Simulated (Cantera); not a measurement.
A jet of CH₄ : O₂ : N₂ = 0.03 : 0.19 : 0.79 (molar parts), equivalence ratio 0.32 at 300 K and 9100 Pa hits a platinum plate 3.8 cm away at a mass flux of 0.033 kg/m²/s; the plate temperature is set and raised in steps from an oxygen-covered start.

Computed with Cantera and Deutschmann's 1995 Pt surface mechanism with GRI-Mech 3.0 gas chemistry. Catalytic surfaces can have several steady states; this one follows from the mechanism file's or the stated starting coverage.

One state of this run: wall x CH₄ = 0.00895; wall x O₂ = 0.144; wall x H₂O = 0.0384; wall x OH = 6.40e-7; wall x CO = 7.90e-6; wall x CO₂ = 0.0254; θ free Pt = 0.378; θ O* = 0.621; θ OH* = 0.00109. x: mole fraction at the wall; θ: surface coverage.

Which value of plate T (K) does it belong to?
A. 1100
B. 950
C. 1050
D. 1300

C, 1050
